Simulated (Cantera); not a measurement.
# Equilibrium for halide evaporation, hydrolysis and transport: KCl + HF + N₂

Feed: 1 mol KCl, 0.053 mol HF, 1.5 mol N₂, at 14.0 mbar.

Cantera equilibrium calculation (NASA polynomials, part measured and part estimated; ideal gas, pure solids and liquids). Candidate condensed phases: K, KCl, KF, KHF₂, NH₄Cl; 33 gas species. The numbers say what is thermodynamically allowed, not how fast it happens.

From 1850 K to 2150 K nothing is condensed. The main K-bearing gas is KCl throughout.

```csv
T (K),log p N₂,log p KCl,log p HF,log p KF,log p Cl,log p HCl
1850,-2.09,-2.27,-3.75,-3.94,-4.64,-3.97
1900,-2.09,-2.27,-3.77,-3.92,-4.49,-3.96
1950,-2.09,-2.28,-3.78,-3.90,-4.35,-3.95
2000,-2.09,-2.28,-3.80,-3.88,-4.22,-3.94
2050,-2.09,-2.28,-3.81,-3.87,-4.09,-3.93
2100,-2.09,-2.28,-3.83,-3.85,-3.96,-3.92
2150,-2.09,-2.29,-3.85,-3.84,-3.84,-3.92
```
log p: log10 of the partial pressure in bar; nothing condenses.
